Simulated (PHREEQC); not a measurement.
Consider water at 25 °C with 170 mmol/kgw CuSO4 and 0.55 mmol/kgw Na2SO4. Closed to the air; pH follows from the charge balance.

Equilibrium calculation in PHREEQC: ion-association model, wateq4f.dat.

No solid was allowed to form.

Task: What pH does the model give?

Result: pH 4.46.

Task: In which forms is Cu present?

Result: CuSO4 52 %, Cu+2 48 % of the Cu.

The solution is supersaturated, for example in Antlerite, Brochantite, so a real one may precipitate; this is no full list. Species that the database lacks are ignored.
